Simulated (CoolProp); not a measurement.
Vapour-liquid equilibrium of carbon dioxide (1) + R227EA (2) at 241.6 K; x and y are mole fractions of (1).

Model: multi-fluid Helmholtz-energy mixture model, Span 1996 and Lemmon 2016; pair parameters Bell 2016, in CoolProp.

### Question
Give the bubble pressure and the first vapour's composition at x = 0.425, 0.575, 0.95. Is there an azeotrope?

### Answer
x = 0.425: 5.667 bar, y = 0.937; x = 0.575: 7.524 bar, y = 0.962; x = 0.95: 12.77 bar, y = 0.997. No azeotrope shows between x = 0.05 and 0.95.

Pair parameters are fitted to limited data, so mixtures are less certain than the pure fluids.
